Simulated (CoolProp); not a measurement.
Vapour-liquid equilibrium of R143a (1) + fluoroethane (R161) (2) at 225 K; x and y are mole fractions of (1).

The numbers come from the multi-fluid Helmholtz-energy mixture model, Lemmon and Jacobsen 2000 and Wu 2012; pair parameters Bell 2016 in CoolProp.

```
x     bubble pressure (MPa)  y at the bubble point  dew pressure at overall composition x (MPa)  liquid density (mol/L)
----  ---------------------  ---------------------  -------------------------------------------  ----------------------
0.05                0.06286                  0.082                                      0.06198                   17.13
0.2                 0.06906                  0.292                                      0.06624                   16.55
0.35                0.07479                  0.463                                      0.07094                   16.00
0.5                 0.08019                  0.610                                      0.07611                   15.48
0.65                0.08537                  0.739                                      0.08176                   14.99
0.8                 0.09042             (withheld)                                      0.08793              (withheld)
0.95                0.09539             (withheld)                                      0.09465                   14.06
```

Q: Complete the blanks.

A: 
- 0.8, y at the bubble point: 0.857
- 0.8, liquid density (mol/L): 14.51
- 0.95, y at the bubble point: 0.966

No azeotrope shows between x = 0.05 and 0.95.

Pair parameters are fitted to limited data, so mixtures are less certain than the pure fluids.
